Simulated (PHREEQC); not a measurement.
A solution holds 100 mmol/kgw H2SO4 and 11 mmol/kgw CO2, at 25 °C. Closed to the air; pH follows from the charge balance.

Model: ion-association model, phreeqc.dat, run in PHREEQC.

| quantity | before | after |
|---|---|---|
| pH | 1.01 | 1.01 |
| ionic strength (mol/kgw) | 0.139 | 0.139 |
| HSO4- (mol/kgw) | 0.0805 | 0.0805 |
| SO4-2 (mol/kgw) | 0.0195 | 0.0195 |
| (CO2)2 (mol/kgw) | 2.29e-6 | 5.73e-7 |

Problem. Which change was made?
(A) H2SO4 from 0.1 to 0.11 mol/kgw
(B) diluted 100-fold with water
(C) CO2 replaced by Na2CO3 at the same molality
(D) H2SO4 from 0.1 to 0.2 mol/kgw
(E) CO2 from 0.011 to 0.0055 mol/kgw

Solution. E, CO2 from 0.011 to 0.0055 mol/kgw

No solid was allowed to form.
